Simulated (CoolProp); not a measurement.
Vapour-liquid equilibrium of n-butane (1) + R113 (2) at 88.85 °C; x and y are mole fractions of (1).

The numbers come from the multi-fluid Helmholtz-energy mixture model, Bücker 2006 and Marx 1992; pair parameters Bell 2016 in CoolProp.

```tsv
x	bubble pressure, mixture model (MPa)	bubble pressure, Raoult's law (MPa)	y, mixture model	y, Raoult's law
0.05	___	0.3774	0.160	0.162
0.15	0.4804	0.4661	0.380	0.393
0.25	0.5738	0.5548	___	0.550
0.35	0.6636	0.6435	___	0.664
0.45	0.7504	0.7322	0.710	0.750
0.55	0.8352	0.8209	0.775	0.817
0.65	0.9188	0.9096	0.832	0.872
0.75	1.003	0.9983	___	0.917
0.85	___	1.087	0.931	0.954
0.95	1.175	1.176	0.977	0.986
```

### Question
Fill in the missing entries.

### Answer

- 0.05, bubble pressure, mixture model (MPa): 0.3831
- 0.25, y, mixture model: 0.524
- 0.35, y, mixture model: 0.629
- 0.75, y, mixture model: 0.883
- 0.85, bubble pressure, mixture model (MPa): 1.088

The largest gap from Raoult's law is +3.4 % in bubble pressure, at x = 0.25. No azeotrope shows between x = 0.05 and 0.95.

The pair parameters rest on a limited set of measurements; away from them the model extrapolates.
